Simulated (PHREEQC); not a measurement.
## Leach liquor: an equilibrium model

Make-up at 15 °C: 0.0068 mol H2SO4, 0.005 mol Al2(SO4)3 and 0.015 mol Na2SO4 per kg of water. Closed to the air; pH follows from the charge balance.

The numbers come from PHREEQC with the ion-association model, wateq4f.dat.

- pH = 2.17
- ionic strength = 0.0706 mol/kgw
- total alkalinity = -13.6 meq/kg

```tsv
species	molality	activity	log γ
Na+	0.0289	0.0233	-0.094
SO4-2	0.0196	0.00826	-0.375
H+	0.00807	0.00679	-0.075
AlSO4+	0.00706	0.00566	-0.096
HSO4-	0.00552	0.00443	-0.096
Al(SO4)2-	0.00176	0.00141	-0.096
Al+3	0.00117	0.000248	-0.673
NaSO4-	0.00111	0.000903	-0.091
```

Precipitation was switched off in this run.
